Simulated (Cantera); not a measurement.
Input: 1 mol Si, 0.1 mol CO2, 26 mol N2, equilibrated at 1898 K and 1.90 bar.

Equilibrium computed with Cantera from the NASA thermochemical tables; the gas is ideal and each condensed phase is pure. Candidate condensed phases: C, Si, SiC, SiO2, Si2N2O, Si3N4; 34 gas species. Mutual solubility and eutectic melting of coexisting phases are not modelled. Kinetics and transport are ignored.

### Question
What is the equilibrium state?

### Answer
```
Quantity                                     Value
--------------------------------------  ----------
x(N2)                                        0.996
x(CO)                                      0.00393
x(SiO)                                    0.000206
n(Si2N2O(s))                            0.0948 mol
n(Si3N4(s))                              0.268 mol
gas amount                               25.47 mol
log10 activity of C(graphite) (absent)       -0.54
log10 activity of Si(l) (absent)             -1.12
```
